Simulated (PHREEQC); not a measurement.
Make-up at 35 °C: 0.0074 mol CdBr2 and 0.01 mol NaHF2 per kg of water. Closed to the air; pH follows from the charge balance.

Computed with PHREEQC (ion-association model, phreeqc.dat).

This is a speciation only: nothing precipitates in the calculation.

Problem. Estimate the pH, ionic strength.

Solution. pH 3.23; ionic strength 0.0254 mol/kgw.

Problem. In which forms is Br present?

Solution. Br- 76 %, CdBr+ 22 %, CdBr2 2.0 % of the Br.

Species that the database lacks are ignored.
